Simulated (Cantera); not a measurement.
An isothermal, constant-pressure homogeneous reactor starts with CH4 : N2 = 1 : 3 (molar parts), at 1825 K and 0.0133 bar. Integrator tolerance rtol = 1e-08.

Cantera simulation using GRI-Mech 3.0 (53 species, 325 reactions); the numbers are that mechanism's predictions, not measurements. GRI-Mech 3.0 stops at C3 and has no aromatics, soot or wall deposition, so with more carbon than oxygen in the feed, carbon stays in small species such as C2H2 where larger ones or solid carbon would form. Radical loss at walls, strong at low pressure, is not modelled.

Task: What does this change do: temperature 1825 to 1150 K?

Result: 
| quantity | before | after |
|---|---|---|
| x(CH4) at 60.0 s | 2.85e-5 (gas-phase equilibrium 2.31e-5) | 0.250 (gas-phase equilibrium 0.0427) |
| x(C2H) at 60.0 s | 6.81e-6 (gas-phase equilibrium 3.33e-6) | <1e-12 (gas-phase equilibrium 7.17e-12) |
| x(H2) at 60.0 s | 0.299 (gas-phase equilibrium 0.299) | 1.15e-5 (gas-phase equilibrium 0.246) |
| x(CH2) at 60.0 s | 3.25e-8 (gas-phase equilibrium 2.63e-8) | <1e-12 (gas-phase equilibrium <1e-12) |
| x(CH3) at 60.0 s | 4.03e-6 (gas-phase equilibrium 3.26e-6) | 1.59e-6 (gas-phase equilibrium 1.05e-6) |
| x(HCN) at 60.0 s | 0.000102 (gas-phase equilibrium 0.102) | <1e-12 (gas-phase equilibrium 0.0574) |
| x(C2H4) at 60.0 s | 7.78e-6 (gas-phase equilibrium 3.80e-6) | 2.19e-6 (gas-phase equilibrium 0.00447) |
